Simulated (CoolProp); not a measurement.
CHF3 (R23) along the isotherm 475 K: Z from the reference equation and from simpler models built on Tc = 299.3 K, pc = 4.832 MPa, ω = 0.263; each cubic takes its own stable root.

The numbers come from the reference Helmholtz-energy equation of state, Penoncello 2003 in CoolProp.

| p (MPa) | phase | reference | Redlich-Kwong | Soave-Redlich-Kwong |
|---|---|---|---|---|
| 0.153 | gas | 0.9981 | 0.9975 | 0.9985 |
| 0.224 | gas | 0.9972 | 0.9963 | 0.9979 |
| 0.329 | gas | 0.9958 | 0.9946 | 0.9969 |
| 0.483 | gas | 0.9939 | 0.9920 | 0.9954 |
| 0.709 | gas | 0.9911 | 0.9883 | 0.9933 |
| 1.04 | gas | 0.9870 | 0.9829 | 0.9903 |
| 1.53 | gas | 0.9809 | 0.9751 | 0.9860 |
| 2.24 | gas | [?] | 0.9638 | 0.9800 |
| 3.29 | gas | [?] | 0.9477 | [?] |
| 4.83 | gas | 0.9427 | [?] | [?] |
| 7.09 | supercritical | [?] | 0.8956 | 0.9483 |
| 10.4 | supercritical | 0.8917 | 0.8618 | 0.9375 |
| 15.3 | supercritical | 0.8676 | [?] | 0.9384 |
| 22.4 | supercritical | 0.8728 | [?] | 0.9706 |
| 32.9 | supercritical | 0.9418 | 0.9492 | 1.060 |
| 48.3 | supercritical | 1.099 | 1.130 | 1.230 |

Problem. Complete the blanks.

Solution. 
- 2.24, reference: 0.9724
- 3.29, reference: 0.9600
- 3.29, Soave-Redlich-Kwong: 0.9717
- 4.83, Redlich-Kwong: 0.9252
- 4.83, Soave-Redlich-Kwong: 0.9609
- 7.09, reference: 0.9196
- 15.3, Redlich-Kwong: 0.8379
- 22.4, Redlich-Kwong: 0.8565
